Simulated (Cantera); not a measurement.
Reactions in the system C-O-Ta

Standard-state values (1 bar) from the NASA 1993 polynomials, evaluated with Cantera. Values are per mole of reaction as written; species without (g) are pure solids or liquids, kept so even where they would boil at 1 bar. TaC: taken at fixed stoichiometry.

6 C + 3 Ta2O5 = 5 O3(g) + 6 TaC

```csv
T (K),ΔH° (kJ),ΔS° (J/K),ΔG° (kJ),log10 K,condensed phases
300,5982.3,985.1,5686.8,-990.14,"C(graphite), Ta2O5(s), TaC(s)"
2223,5459.9,661.2,3990.0,-93.75,"C(graphite), Ta2O5(l), TaC(s)"
2373,5439.6,652.4,3891.5,-85.66,"C(graphite), Ta2O5(l), TaC(s)"
2523,5422.7,645.5,3794.2,-78.55,"C(graphite), Ta2O5(l), TaC(s)"
2673,5409.1,640.2,3697.8,-72.26,"C(graphite), Ta2O5(l), TaC(s)"
2823,5398.6,636.4,3602.0,-66.65,"C(graphite), Ta2O5(l), TaC(s)"
2973,5391.0,633.8,3506.8,-61.61,"C(graphite), Ta2O5(l), TaC(s)"
```
